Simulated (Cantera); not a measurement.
Input (Python, Cantera) and output of one run.

```python
import numpy as np
import cantera as ct

gas_names = [...]  # 136 gases of nasa_gas.yaml made of C, H, N, O
cond_names = """
    C(gr) C6H6(L) C7H8(L) C8H18(L),n-octa H2O(s) H2O(L)
""".split()


# ... load() reads the species with a 1 bar reference pressure and builds the phases ...
atoms = {
    'CH3OH': {'C': 1, 'H': 4, 'O': 1},
    'NH3': {'N': 1, 'H': 3},
    'N2': {'N': 2},
}
top_T = {'C(gr)': 4500}  # K; cautious upper limits of use, not melting points


# ... equilibrate(T, P, feed) seeds the gas with the atoms and calls Mixture.equilibrate('TP', solver="vcs", rtol=1e-11, max_steps=5000) ...
results = []
feed = {'CH3OH': 1, 'NH3': 0.065, 'N2': 9}  # mol
T = 1248  # K
P = 840000  # Pa
mix = equilibrate(T, P, feed)
results.append((T, P, feed, dict(zip(mix.species_names, mix.species_moles))))
print(gas.report(threshold=1e-06))
for i in range(1, mix.n_phases):
    print(f"{mix.phase(i).name:16s} {mix.phase_moles(i):12.5e} mol")
```

It prints:

```
       temperature   1248 K
          pressure   8.4e+05 Pa
           density   1.9132 kg/m^3
  mean mol. weight   23.634 kg/kmol
   phase of matter   gas

                          1 kg             1 kmol
                     ---------------   ---------------
          enthalpy        8.4307e+05        1.9925e+07  J
   internal energy        4.0402e+05        9.5487e+06  J
           entropy            9066.4        2.1428e+05  J/K
    Gibbs function       -1.0472e+07       -2.4749e+08  J
 heat capacity c_p            1421.9             33604  J/K
 heat capacity c_v            1070.1             25290  J/K

                      mass frac. Y      mole frac. X     chem. pot. / RT
                     ---------------   ---------------   ---------------
               CH4         0.0016312          0.002403           -37.439
                CO          0.094608          0.079827           -37.263
               CO2         0.0010694        0.00057432           -72.578
               HCN        4.6224e-05        4.0422e-05           -22.634
                H2          0.014242           0.16696           -17.746
               H2O         0.0014257         0.0018703           -53.061
               NH3        5.5015e-05        7.6345e-05           -38.432
                N2           0.88692           0.74825           -23.627
     [ +128 minor]        1.1351e-06        9.4202e-07

C(gr)             0.00000e+00 mol
```

Method: chemical equilibrium by Gibbs-energy minimisation in Cantera with the NASA 1993 tables (ideal gas, pure condensed phases).
